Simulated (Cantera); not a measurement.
A closed system holds: 1 mol SiO2, 1.5 mol MgO, 7.9 mol H2O, held at 0.400 bar.

Method: chemical equilibrium by Gibbs-energy minimisation in Cantera with the NASA 1993 tables (ideal gas, pure condensed phases). Candidate condensed phases: H2O, Mg, MgO, Mg(OH)2, MgSiO3, Mg2SiO4, Si, SiO2; 24 gas species. Mutual solubility and eutectic melting of coexisting phases are not modelled. Condensed phases not in the tables: alloys, solid solutions and most ternary compounds. Equilibrium is a limit: real reactors are often held back by kinetics, nucleation or transport.

Q: At 1548 K, list the 4 most abundant gas species with their mole fractions, and the condensed phases.

A: H2O 0.999, H2 0.000410, O2 0.000185, OH 8.03e-5. Condensed: MgSiO3(s) + Mg2SiO4(s).
